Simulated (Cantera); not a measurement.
# Diamond growth

A diamond (100) surface in a fixed gas of H2 with x(CH4) = 0.0061, x(H) = 0.00022, x(CH3) = 0.00094, 10.5 Torr; coverages are run to steady state.

Cantera simulation using the Harris–Goodwin 1993 mechanism for the reconstructed diamond (100) surface; the numbers are that mechanism's predictions, not measurements.

| T (K) | growth (µm/h) | θ c6HH | θ c6H* | θ c6*H | θ c6** | θ c6HM |
|---|---|---|---|---|---|---|
| 950 | 0.894 | 0.255 | 0.00517 | 0.123 | 0.00108 | 0.472 |
| 1000 | 0.838 | 0.387 | 0.0109 | 0.223 | 0.00241 | 0.273 |
| 1050 | 0.551 | 0.492 | 0.0181 | 0.325 | 0.00420 | 0.107 |
| 1100 | 0.346 | 0.528 | 0.0241 | 0.382 | 0.00571 | 0.0333 |
| 1150 | 0.272 | 0.532 | 0.0286 | 0.405 | 0.00683 | 0.00993 |
| 1200 | 0.250 | 0.532 | 0.0321 | 0.412 | 0.00775 | 0.00303 |
| 1250 | 0.205 | 0.537 | 0.0351 | 0.409 | 0.00867 | 0.000955 |
| 1300 | 0.120 | 0.548 | 0.0374 | 0.400 | 0.00933 | 0.000315 |
| 1350 | 0.0518 | 0.563 | 0.0392 | 0.386 | 0.00933 | 0.000112 |
| 1400 | 0.0197 | 0.579 | 0.0405 | 0.371 | 0.00892 | 4.28e-5 |
θ: site fractions in the mechanism's names (c6HH fully hydrogenated, c6H* and c6*H radical sites, c6** diradical, c6HM methylated).
